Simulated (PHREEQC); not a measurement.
Make-up at 20 °C and 500 atm: 0.23 mol SrCl2 per kg of water. It is in equilibrium with CO2 at log p = 0 (atm). Otherwise closed; pH follows from the charge balance.

The numbers come from PHREEQC with the ion-association model, phreeqc.dat.

```
Quantity                     Result
--------------------  -------------
pH                             3.76
ionic strength        0.690 mol/kgw
activity of water             0.988
specific conductance    33100 µS/cm
density                 1.051 g/cm³
```

| species | molality | activity | log γ |
|---|---|---|---|
| Cl- | 0.460 | 0.294 | -0.195 |
| Sr+2 | 0.230 | 0.0588 | -0.592 |
| CO2 | 0.0164 | 0.0192 | 0.069 |
| H+ | 0.000226 | 0.000172 | -0.119 |
| SrHCO3+ | 0.000114 | 7.79e-5 | -0.166 |
| HCO3- | 0.000112 | 7.64e-5 | -0.166 |
| (CO2)2 | 4.88e-6 | 5.73e-6 | 0.069 |

No solid was allowed to form. Under pressure, the constants of complexes without a molar volume in the database are unreliable.
